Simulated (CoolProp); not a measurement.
Properties of nitrogen along the isotherm 141.5 K (Tc = 126.2 K, pc = 33.96 bar, ω = 0.037).

Model: reference Helmholtz-energy equation of state, Span 2000, in CoolProp.

```
p (bar)          phase  density (kg/m³)
-------  -------------  ---------------
12.1               gas                …
24.3               gas            71.26
36.4     supercritical            124.5
48.5     supercritical                …
60.6     supercritical            321.1
72.8     supercritical            403.8
84.9     supercritical            450.5
97       supercritical            481.7
109      supercritical            504.9
121      supercritical            523.5
133      supercritical            539.1
146      supercritical            553.7
158      supercritical            565.4
170      supercritical                …
```

Question: Complete the blanks.

Answer: 
- 12.1, density (kg/m³): 31.59
- 48.5, density (kg/m³): 205.9
- 170, density (kg/m³): 575.9
